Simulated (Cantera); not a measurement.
## Dilute partial oxidation

An isothermal, constant-pressure homogeneous reactor starts with 2.82 % CH2O, 3.20 % O2, 94.0 % N2, equivalence ratio 0.88, at 900 K and 10.9 atm.

Detailed kinetics in Cantera: GRI-Mech 3.0 (53 species, 325 reactions). Below about 1000 K GRI-Mech 3.0 lacks low-temperature oxidation paths. The temperature is held fixed by assumption; the heat of reaction is taken as removed at once.

| t (s) | x CH2O | x O2 | x CH2 | x HCO | x OH | x C2H6 |
|---|---|---|---|---|---|---|
| 0.000300 | 0.0282 | 0.0319 | <1e-12 | 7.55e-10 | 1.10e-11 | <1e-12 |
| 0.00145 | 0.0281 | 0.0318 | <1e-12 | 3.71e-9 | 2.55e-10 | <1e-12 |
| 0.00702 | 0.0246 | 0.0288 | <1e-12 | 2.19e-8 | 6.32e-9 | <1e-12 |
| 0.0340 | 1.06e-6 | 0.0147 | <1e-12 | 1.75e-10 | 2.88e-7 | <1e-12 |
| 0.164 | 2.43e-10 | 0.0127 | <1e-12 | 9.76e-12 | 1.97e-8 | <1e-12 |
| 0.795 | 4.93e-11 | 0.0112 | <1e-12 | 1.25e-12 | 2.82e-9 | <1e-12 |
| 3.85 | 1.87e-11 | 0.00949 | <1e-12 | <1e-12 | 1.42e-9 | <1e-12 |
| 18.6 | 4.70e-12 | 0.00636 | <1e-12 | <1e-12 | 9.15e-10 | <1e-12 |
| 90.0 | <1e-12 | 0.00414 | <1e-12 | <1e-12 | 4.07e-10 | <1e-12 |
x: mole fraction; the columns are a selection and need not sum to one.

Equilibrium at this temperature and pressure: CH2O <1e-12, O2 0.00376, CH2 <1e-12, HCO <1e-12, OH 1.40e-9, C2H6 <1e-12 (gas phase only).
